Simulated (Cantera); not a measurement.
**Premixed flame**

A freely propagating, adiabatic, planar premixed flame of 31.6 % H₂, 14.4 % O₂, 54.0 % N₂, unburnt at 550 K and 1.80 bar; mixture-averaged transport, grid criteria slope 0.08 and curve 0.16, no radiation.

Cantera simulation using the H2/O2 subset of GRI-Mech 3.0, which has no nitrogen chemistry; the numbers are that mechanism's predictions, not measurements. Burning velocities carry a grid error of a few per cent, more on coarse grids.

```
z (mm)   T (K)  u (m/s)    x H₂     x O₂     x H₂O      x H   x H₂O₂     x HO₂
-------  -----  -------  ------  -------  --------  -------  -------  --------
-0.635     550     6.90   0.316    0.144     <1e-8    <1e-8    <1e-8     <1e-8
-0.423     550     6.90   0.316    0.144     <1e-8    <1e-8    <1e-8     <1e-8
-0.317     550     6.90   0.316    0.144     <1e-8    <1e-8    <1e-8     <1e-8
-0.212     550     6.90   0.316    0.144   1.79e-7    <1e-8    <1e-8   1.77e-7
-0.106     565     7.05   0.311    0.144  0.000505  5.25e-5  4.48e-6  0.000240
-0.0529    809     9.80   0.273    0.139    0.0210  0.00483  3.75e-5  0.000357
0         1291     15.1   0.170   0.0985     0.111   0.0331  9.09e-6  0.000145
0.0529    1621     18.7  0.0847   0.0429     0.210   0.0546  3.55e-6   5.65e-5
0.106     1781     20.4  0.0627   0.0246     0.242   0.0533  2.08e-6   2.91e-5
0.212     1945     22.1  0.0584   0.0181     0.257   0.0423  1.14e-6   1.80e-5
0.423     2110     23.6  0.0562   0.0142     0.270   0.0302  6.56e-7   1.16e-5
0.847     2261     25.1  0.0522   0.0104     0.284   0.0201  4.30e-7   7.05e-6
1.69      2387     26.2  0.0470  0.00712     0.298   0.0127  3.14e-7   4.15e-6
```
x: mole fraction of selected species; z is measured from the peak of heat release.

The laminar burning velocity is 690 cm/s and the thermal thickness comes out as 0.212 mm. The peak x(H) is 0.0556. The peak x(H₂O₂) is 3.77e-5, the peak x(HO₂) is 0.000512 and the grid points is 123.
